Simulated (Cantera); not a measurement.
What does this Cantera script print?

```python
import numpy as np
import cantera as ct

gas_names = """
    CL CL2 H HCL H2 Si SiCL SiCL2 SiCL3 SiCL4 SiH SiHCL3 SiH2 SiH2CL2 SiH3 SiH3CL SiH4 Si2 Si3
""".split()
cond_names = """
    Si(cr) Si(L)
""".split()


# ... load() reads the species with a 1 bar reference pressure and builds the phases ...
atoms = {
    'SiH2Cl2': {'Si': 1, 'H': 2, 'CL': 2},
    'Cl2': {'CL': 2},
    'H2': {'H': 2},
}
top_T = {}  # K; cautious upper limits of use, not melting points


# ... equilibrate(T, P, feed) seeds the gas with the atoms and calls Mixture.equilibrate('TP', solver="vcs", rtol=1e-11, max_steps=5000) ...
results = []
T = 1398.15  # K
P = 10000  # Pa
for m in [28, 87, 150, 200, 260, 320, 380, 440, 500, 560, 620, 680]:
    feed = {'SiH2Cl2': 1, 'Cl2': 0.0043, 'H2': m}  # mol
    mix = equilibrate(T, P, feed)
    results.append((T, P, feed, dict(zip(mix.species_names, mix.species_moles))))
    x = sorted(zip(gas.X, gas.species_names), reverse=True)
    print(f"T = {T:g} K  P = {P:g} Pa  n(H2) = {m:g} mol  gas = {mix.phase_moles(0):.4g} mol")
    print("   x: " + "  ".join(f"{s} {v:.3e}" for v, s in x if v > 0.001))
    print("   condensed (mol): " + ("  ".join(f"{mix.phase(i).name} {mix.phase_moles(i):.4g}"
          for i in range(1, mix.n_phases) if mix.phase_moles(i) > 1e-12) or "none"))
```

Output:

```
T = 1398.15 K  P = 10000 Pa  n(H2) = 28 mol  gas = 29.98 mol
   x: H2 9.428e-01  HCL 4.867e-02  SiCL2 7.402e-03
   condensed (mol): Si(cr) 0.7443
T = 1398.15 K  P = 10000 Pa  n(H2) = 87 mol  gas = 89 mol
   x: H2 9.788e-01  HCL 1.996e-02  SiCL2 1.199e-03
   condensed (mol): Si(cr) 0.8868
T = 1398.15 K  P = 10000 Pa  n(H2) = 150 mol  gas = 152 mol
   x: H2 9.873e-01  HCL 1.227e-02
   condensed (mol): Si(cr) 0.9289
T = 1398.15 K  P = 10000 Pa  n(H2) = 200 mol  gas = 202 mol
   x: H2 9.903e-01  HCL 9.395e-03
   condensed (mol): Si(cr) 0.9451
T = 1398.15 K  P = 10000 Pa  n(H2) = 260 mol  gas = 262 mol
   x: H2 9.925e-01  HCL 7.335e-03
   condensed (mol): Si(cr) 0.9568
T = 1398.15 K  P = 10000 Pa  n(H2) = 320 mol  gas = 322 mol
   x: H2 9.939e-01  HCL 6.016e-03
   condensed (mol): Si(cr) 0.9644
T = 1398.15 K  P = 10000 Pa  n(H2) = 380 mol  gas = 382 mol
   x: H2 9.948e-01  HCL 5.099e-03
   condensed (mol): Si(cr) 0.9697
T = 1398.15 K  P = 10000 Pa  n(H2) = 440 mol  gas = 442 mol
   x: H2 9.955e-01  HCL 4.425e-03
   condensed (mol): Si(cr) 0.9735
T = 1398.15 K  P = 10000 Pa  n(H2) = 500 mol  gas = 502 mol
   x: H2 9.960e-01  HCL 3.908e-03
   condensed (mol): Si(cr) 0.9765
T = 1398.15 K  P = 10000 Pa  n(H2) = 560 mol  gas = 562 mol
   x: H2 9.964e-01  HCL 3.500e-03
   condensed (mol): Si(cr) 0.9789
T = 1398.15 K  P = 10000 Pa  n(H2) = 620 mol  gas = 622 mol
   x: H2 9.968e-01  HCL 3.168e-03
   condensed (mol): Si(cr) 0.9808
T = 1398.15 K  P = 10000 Pa  n(H2) = 680 mol  gas = 682 mol
   x: H2 9.971e-01  HCL 2.894e-03
   condensed (mol): Si(cr) 0.9824
```

Equilibrium computed with Cantera from the NASA thermochemical tables; the gas is ideal and each condensed phase is pure. The tables' values for SiCl3 are old estimates; treat these amounts as uncertain.
